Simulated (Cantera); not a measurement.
A freely propagating, adiabatic, planar premixed flame of 57.4 % H2, 9.88 % O2, 32.7 % N2, equivalence ratio 2.9, unburnt at 650 K and 20000 Pa; multicomponent transport, grid criteria slope 0.08 and curve 0.16, no radiation.

Detailed kinetics in Cantera: the H2/O2 subset of GRI-Mech 3.0, which has no nitrogen chemistry. Burning velocities carry a grid error of a few per cent, more on coarse grids.

Predict: laminar burning velocity; thermal thickness; peak x(H2O2); peak x(O); peak x(OH).


| Item | Value |
|---|---|
| laminar burning velocity | 800 cm/s |
| thermal thickness | 4.00 mm |
| peak x(H2O2) | 4.03e-7 |
| peak x(O) | 0.00266 |
| peak x(OH) | 0.00212 |
